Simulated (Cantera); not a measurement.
Cantera run:

```python
import numpy as np
import cantera as ct

gas_names = """
    CL CLO CL2 H HCL HNO HNO2 HNO3 HOCL HO2 H2 H2O H2O2 N NH NH2 NH3 NH2OH NO NO2 NO3 N2 N2H2 N2H4 N2O O
    OH O2 O3 Ti TiCL TiCL2 TiCL3 TiCL4 TiO TiOCL TiOCL2 TiO2
""".split()
cond_names = """
    H2O(s) H2O(L) NH4CL(a) NH4CL(b) Ti(a) Ti(b) Ti(L) TiCL2(s) TiCL3(s) TiCL4(L) TiN(s) TiN(L) TiO(a)
    TiO(b) TiO(L) TiO2(ru) TiO2(L) Ti2O3(a) Ti2O3(b) Ti2O3(L) Ti3O5(a) Ti3O5(b) Ti3O5(L) Ti4O7(s)
    Ti4O7(L)
""".split()


def load(file, names, dense=False):
    # The tables refer to 1 bar. Condensed volumes are neglected.
    table = {s.name: s for s in ct.Species.list_from_file(file)}
    out = []
    for n in names:
        d = dict(table[n].input_data)
        d["thermo"] = dict(d["thermo"], **{"reference-pressure": 1e5})
        if dense:
            d["equation-of-state"] = {"model": "constant-volume", "density": "1e6 g/cm^3"}
        out.append(ct.Species.from_dict(d))
    return out


gas = ct.Solution(thermo="ideal-gas", species=load("nasa_gas.yaml", gas_names))
cond = {s.name: ct.Solution(thermo="fixed-stoichiometry", species=[s], name=s.name)
        for s in load("nasa_condensed.yaml", cond_names, dense=True)}
atoms = {
    'TiN': {'Ti': 1, 'N': 1},
    'HCl': {'H': 1, 'CL': 1},
    'N2': {'N': 2},
    'O2': {'O': 2},
}
top_T = {'TiCL2(s)': 1300, 'TiCL3(s)': 1000}  # K; cautious upper limits of use, not melting points


def equilibrate(T, P, feed):
    n = {}
    for name, mol in feed.items():
        for a, k in atoms[name].items():
            n[a] = n.get(a, 0.0) + k * mol
    gas.TPX = T, P, n
    mass = sum(n.values()) * gas.mean_molecular_weight
    gas.equilibrate("TP")
    valid = [c for c in cond.values() if c.min_temp <= T <= top_T.get(c.name, c.max_temp)]
    mix = ct.Mixture([(gas, mass / gas.mean_molecular_weight)] + [(c, 0.0) for c in valid])
    mix.T, mix.P = T, P
    mix.equilibrate("TP", solver="vcs", rtol=1e-11, max_steps=5000)
    return mix


results = []
feed = {'TiN': 1, 'HCl': 29, 'N2': 15, 'O2': 0.4}  # mol
T = 1050  # K
P = 38  # Pa
mix = equilibrate(T, P, feed)
results.append((T, P, feed, dict(zip(mix.species_names, mix.species_moles))))
x = sorted(zip(gas.X, gas.species_names), reverse=True)
print(f"T = {T:g} K  P = {P:g} Pa  gas = {mix.phase_moles(0):.4g} mol")
print("   x: " + "  ".join(f"{s} {v:.3e}" for v, s in x if v > 1e-06))
print("   condensed (mol): " + ("  ".join(f"{mix.phase(i).name} {mix.phase_moles(i):.4g}"
      for i in range(1, mix.n_phases) if mix.phase_moles(i) > 1e-12) or "none"))
```

Result:

```
T = 1050 K  P = 38 Pa  gas = 43.92 mol
   x: HCL 6.064e-01  N2 3.529e-01  H2 2.695e-02  TiCL4 1.292e-02  TiCL3 7.559e-04  H2O 1.868e-05  CL 1.402e-06
   condensed (mol): TiO2(ru) 0.3996
```

Equilibrium computed with Cantera from the NASA thermochemical tables; the gas is ideal and each condensed phase is pure. Condensed phases not in the tables: TiOCl.
